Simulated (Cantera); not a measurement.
Silicon epitaxy and polysilicon growth: SiHCl3 + HCl + N2

A closed system holds: 1 mol SiHCl3, 0.15 mol HCl, 66 mol N2, held at 1548.15 K.

Equilibrium computed with Cantera from the NASA thermochemical tables; the gas is ideal and each condensed phase is pure. Candidate condensed phases: NH4Cl, Si, Si3N4; 28 gas species. The tables' values for SiCl3 are old estimates; treat these amounts as uncertain. Rates play no part.

```json
[
 {"P (Pa)": "100", "log p N2": "-3.01", "log p HCl": "-4.80", "log p SiCl2": "-4.85", "log p SiCl4": "-7.24", "n Si3N4(s)": "0"},
 {"P (Pa)": "460", "log p N2": "-2.35", "log p HCl": "-4.15", "log p SiCl2": "-4.21", "log p SiCl4": "-6.07", "n Si3N4(s)": "0"},
 {"P (Pa)": "2100", "log p N2": "-1.69", "log p HCl": "-3.52", "log p SiCl2": "-3.57", "log p SiCl4": "-5.03", "n Si3N4(s)": "0"},
 {"P (Pa)": "9600", "log p N2": "-1.03", "log p HCl": "-2.84", "log p SiCl2": "-3.08", "log p SiCl4": "-3.77", "n Si3N4(s)": "0.0440"},
 {"P (Pa)": "44000", "log p N2": "-0.37", "log p HCl": "-2.17", "log p SiCl2": "-2.78", "log p SiCl4": "-2.74", "n Si3N4(s)": "0.101"},
 {"P (Pa)": "200000", "log p N2": "0.29", "log p HCl": "-1.52", "log p SiCl2": "-2.59", "log p SiCl4": "-1.92", "n Si3N4(s)": "0.132"}
]
```
log p: log10 of the partial pressure in bar; n: condensed amount in mol.

From 1.00 mbar to 21.0 mbar nothing is condensed. From 96.0 mbar to 2.00 bar the condensed part is Si3N4(s). The main Si-bearing gas is SiCl2 at 1.00 mbar and SiCl4 at 2.00 bar.
